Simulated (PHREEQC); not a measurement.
Solution (25 °C): 9e-05 mol Ca(HCO3)2 per kg of water. Closed to the air; pH follows from the charge balance.

Equilibrium calculation in PHREEQC: ion-association model, phreeqc.dat.

No solid was allowed to form.

Problem. Predict the pH, ionic strength.

Solution. pH 8.14; ionic strength 0.000270 mol/kgw.

Problem. In which forms is C present?

Solution. HCO3- 98 %, CO2 1.6 %, CO3-2 0.7 % of the C.

Species that the database lacks are ignored.
